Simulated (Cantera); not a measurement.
A Cantera script and what it prints.

```python
import numpy as np
import cantera as ct

gas_names = """
    CL CL2 H HCL H2 N NH NH2 NH3 N2 N2H2 N2H4 Si SiCL SiCL2 SiCL3 SiCL4 SiH SiHCL3 SiH2 SiH2CL2 SiH3
    SiH3CL SiH4 SiN Si2 Si2N Si3
""".split()
cond_names = """
    NH4CL(a) NH4CL(b) Si(cr) Si(L) Si3N4(a)
""".split()


# ... load() reads the species with a 1 bar reference pressure and builds the phases ...
atoms = {
    'SiH2Cl2': {'Si': 1, 'H': 2, 'CL': 2},
    'HCl': {'H': 1, 'CL': 1},
    'N2': {'N': 2},
}
top_T = {'Si3N4(a)': 2400}  # K; cautious upper limits of use, not melting points


# ... equilibrate(T, P, feed) seeds the gas with the atoms and calls Mixture.equilibrate('TP', solver="vcs", rtol=1e-11, max_steps=5000) ...
results = []
feed = {'SiH2Cl2': 1, 'HCl': 0.2, 'N2': 15}  # mol
T = 1298  # K
P = 160  # Pa
mix = equilibrate(T, P, feed)
results.append((T, P, feed, dict(zip(mix.species_names, mix.species_moles))))
print(gas.report(threshold=1e-05))
for i in range(1, mix.n_phases):
    print(f"{mix.phase(i).name:16s} {mix.phase_moles(i):12.5e} mol")
```

Result:

```
       temperature   1298 K
          pressure   160 Pa
           density   0.00043947 kg/m^3
  mean mol. weight   29.643 kg/kmol
   phase of matter   gas

                          1 kg             1 kmol
                     ---------------   ---------------
          enthalpy        6.1713e+05        1.8293e+07  J
   internal energy        2.5306e+05        7.5013e+06  J
           entropy            9953.5        2.9505e+05  J/K
    Gibbs function       -1.2303e+07       -3.6468e+08  J
 heat capacity c_p            1163.1             34476  J/K
 heat capacity c_v            882.57             26162  J/K

                      mass frac. Y      mole frac. X     chem. pot. / RT
                     ---------------   ---------------   ---------------
                CL        1.9349e-05         1.618e-05           -27.991
               HCL           0.11848          0.096335           -42.311
                H2         0.0012323           0.01812            -28.64
                N2           0.82466           0.87261           -32.153
             SiCL2          0.022086          0.006614           -65.546
             SiCL3         0.0096941         0.0021375           -93.537
             SiCL4          0.023665         0.0041292           -121.53
            SiHCL3        0.00016017        3.5054e-05           -107.86
     [  +20 minor]        3.1287e-07        3.6701e-06

Si(cr)            0.00000e+00 mol
Si3N4(a)          2.61911e-01 mol
```

Cantera equilibrium calculation (NASA polynomials, part measured and part estimated; ideal gas, pure solids and liquids). N2 is the only nitrogen source here; it is nearly inert below about 1500 K, so the nitride shown seldom forms there in practice. The tables' values for SiCl3 are old estimates; treat these amounts as uncertain.
